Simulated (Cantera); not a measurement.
Input (Python, Cantera):

```python
import numpy as np
import cantera as ct

gas = ct.Solution("gri30.yaml")
gas.TPX = 2725, 1333, {'CH4': 0.0045, 'H2': 1, 'O2': 0.011}
reactor = ct.IdealGasConstPressureReactor(gas, energy="off", clone=False)
net = ct.ReactorNet([reactor])
net.rtol, net.atol = 1e-08, 1e-18
show = ['CH4', 'H2', 'O2', 'H2O', 'H', 'CO2']
times = np.geomspace(2e-06, 300, 10)

steps = ct.SolutionArray(gas, extra=["t"])
rows = []
print(f"{'t/s':>10s}{'T/K':>9s}{'P/Pa':>11s}" + "".join(f"{s:>11s}" for s in show))
for t in times:
    while net.time < t:
        t_next = net.step()
        steps.append(gas.state, t=t_next)
    rows.append([np.interp(t, steps.t, y) for y in (steps.T, steps.P, *steps(*show).X.T)])
    print(f"{t:10.3e}{rows[-1][0]:9.1f}{rows[-1][1]:11.4g}" + "".join(f"{x:11.3e}" for x in rows[-1][2:]))
rate = np.gradient(steps.T, steps.t)
print("integrator steps:", len(steps.t))
if steps.T.max() > steps.T[0] + 200:
    print(f"time of steepest temperature rise: {steps.t[rate.argmax()]:.4e} s")
gas.TPX = 2725, 1333, {'CH4': 0.0045, 'H2': 1, 'O2': 0.011}
gas.equilibrate("TP")
print(f"equilibrium (TP): T = {gas.T:.1f} K  " + "  ".join(f"{s} {gas[s].X[0]:.3e}" for s in show))
```

Output:

```
       t/s      T/K       P/Pa        CH4         H2         O2        H2O          H        CO2
 2.000e-06   2725.0       1333  4.413e-03  9.847e-01  1.083e-02  1.752e-07  3.075e-05  4.492e-12
 1.620e-05   2725.0       1333  4.345e-03  9.844e-01  1.078e-02  3.529e-05  3.528e-04  1.798e-09
 1.312e-04   2725.0       1333  4.007e-03  9.784e-01  9.598e-03  2.326e-03  5.137e-03  3.773e-07
 1.063e-03   2725.0       1333  2.050e-03  9.392e-01  2.216e-06  2.101e-02  3.549e-02  2.730e-06
 8.607e-03   2725.0       1333  1.833e-04  9.137e-01  1.234e-07  1.865e-02  6.391e-02  6.031e-06
 6.971e-02   2725.0       1333  6.647e-12  8.357e-01  5.541e-07  1.524e-02  1.442e-01  1.104e-05
 5.646e-01   2725.0       1333  3.054e-14  6.067e-01  5.505e-06  1.140e-02  3.757e-01  9.944e-06
 4.573e+00   2725.0       1333  1.645e-14  5.713e-01  6.988e-06  1.071e-02  4.115e-01  9.702e-06
 3.704e+01   2725.0       1333  1.645e-14  5.713e-01  6.988e-06  1.071e-02  4.115e-01  9.702e-06
 3.000e+02   2725.0       1333  1.645e-14  5.713e-01  6.988e-06  1.071e-02  4.115e-01  9.702e-06
integrator steps: 2059
equilibrium (TP): T = 2725.0 K  CH4 1.687e-14  H2 5.713e-01  O2 6.988e-06  H2O 1.071e-02  H 4.115e-01  CO2 9.702e-06
```

Cantera simulation using GRI-Mech 3.0 (53 species, 325 reactions); the numbers are that mechanism's predictions, not measurements. Radical loss at walls, strong at low pressure, is not modelled.
